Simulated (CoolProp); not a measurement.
Values from CoolProp's reference Helmholtz-energy equation of state, McLinden 2015.

Problem. For the fluoroketone C6F12O (FK-5-1-12), give the phase and the isothermal compressibility (1/MPa), expansivity (1/kK) at 500 K and 1250 kPa; 500 K and 4360 kPa; 500 K and 8100 kPa.

Solution. 
- 500 K and 1250 kPa: gas; isothermal compressibility 0.956, expansivity 3.71
- 500 K and 4360 kPa: supercritical; isothermal compressibility 0.246, expansivity 11.0
- 500 K and 8100 kPa: supercritical; isothermal compressibility 0.0423, expansivity 4.29
